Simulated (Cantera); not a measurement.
A Cantera script and what it prints.

```python
import numpy as np
import cantera as ct

gas_names = [...]  # 136 gases of nasa_gas.yaml made of C, H, N, O
cond_names = """
    C(gr) C6H6(L) C7H8(L) C8H18(L),n-octa H2O(s) H2O(L)
""".split()


# ... load() reads the species with a 1 bar reference pressure and builds the phases ...
atoms = {
    'C2H2': {'C': 2, 'H': 2},
    'CO2': {'C': 1, 'O': 2},
    'N2': {'N': 2},
}
top_T = {'C(gr)': 4500}  # K; cautious upper limits of use, not melting points


# ... equilibrate(T, P, feed) seeds the gas with the atoms and calls Mixture.equilibrate('TP', solver="vcs", rtol=1e-11, max_steps=5000) ...
results = []
feed = {'C2H2': 1, 'CO2': 4.7, 'N2': 0.53}  # mol
P = 120000  # Pa
for T in [1175, 1375, 1575, 1775, 1975, 2175, 2375, 2575, 2775, 2975]:
    mix = equilibrate(T, P, feed)
    results.append((T, P, feed, dict(zip(mix.species_names, mix.species_moles))))

top = {s: max(r[3][s] / sum(r[3][g] for g in gas_names) for r in results) for s in gas_names}
cols = sorted((s for s in top if top[s] > 0.0001), key=lambda s: -top[s])[:7]
seen = [c for c in cond_names if any(r[3].get(c, 0) > 1e-12 for r in results)]
print("log10 of partial pressures in bar; condensed amounts in mol")
print(f"{'T/K':>10s}" + "".join(f"{s[:9]:>10s}" for s in cols + seen))
for T, P, feed, n in results:
    ng = sum(n[g] for g in gas_names)
    print(f"{T:10.4g}" + "".join(f"{np.log10(max(n[s] / ng * P / 1e5, 1e-99)):10.3f}" for s in cols)
          + "".join(f"{n.get(c, 0):10.4g}" for c in seen))
```

It prints:

```
log10 of partial pressures in bar; condensed amounts in mol
       T/K        CO       CO2       H2O        H2        N2         H        OH
      1175    -0.193    -0.475    -1.233    -1.059    -1.112    -7.441    -9.772
      1375    -0.183    -0.494    -1.135    -1.139    -1.112    -6.035    -7.776
      1575    -0.176    -0.509    -1.077    -1.207    -1.112    -4.985    -6.295
      1775    -0.171    -0.519    -1.040    -1.263    -1.112    -4.170    -5.153
      1975    -0.168    -0.527    -1.016    -1.309    -1.112    -3.518    -4.246
      2175    -0.165    -0.533    -0.999    -1.348    -1.112    -2.985    -3.509
      2375    -0.164    -0.539    -0.991    -1.383    -1.113    -2.542    -2.900
      2575    -0.163    -0.546    -0.994    -1.417    -1.115    -2.169    -2.393
      2775    -0.161    -0.566    -1.018    -1.452    -1.122    -1.852    -1.979
      2975    -0.155    -0.622    -1.082    -1.480    -1.139    -1.575    -1.664
```

Method: chemical equilibrium by Gibbs-energy minimisation in Cantera with the NASA 1993 tables (ideal gas, pure condensed phases).
